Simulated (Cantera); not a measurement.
# Equilibrium for nitride etching: BN + F₂ + H₂

Input: 1 mol BN, a varied amount of F₂, 21 mol H₂, equilibrated at 10.0 Torr.

Method: chemical equilibrium by Gibbs-energy minimisation in Cantera with the NASA 1993 tables (ideal gas, pure condensed phases). Candidate condensed phases: B, BN; 31 gas species. The tables' values for BF₂ are old estimates. Rates play no part.

Q: Map the stable condensed phases over T = 1223, 1298, 1373, 1448, 1523, 1598, 1673, 1748, 1823 K and n(F₂) in mol = 1.2, 1.5, 1.9, 2.3, 2.9, 3.5, 4.4, 5.4, 6.6, 8.1, 10, 12, 15.

A: 
```
T in K \ n(F₂) in mol
         1.2 1.5 1.9 2.3 2.9 3.5 4.4 5.4 6.6 8.1  10  12  15
   1823    A   A   A   A   A   A   A   A   A   A   A   A   A
   1748    B   A   A   A   A   A   A   A   A   A   A   A   A
   1673    B   B   A   A   A   A   A   A   A   A   A   A   A
   1598    B   B   A   A   A   A   A   A   A   A   A   A   A
   1523    B   B   A   A   A   A   A   A   A   A   A   A   A
   1448    B   B   A   A   A   A   A   A   A   A   A   A   A
   1373    B   B   A   A   A   A   A   A   A   A   A   A   A
   1298    B   B   A   A   A   A   A   A   A   A   A   A   A
   1223    B   B   A   A   A   A   A   A   A   A   A   A   A
```
A: gas only; B: BN.
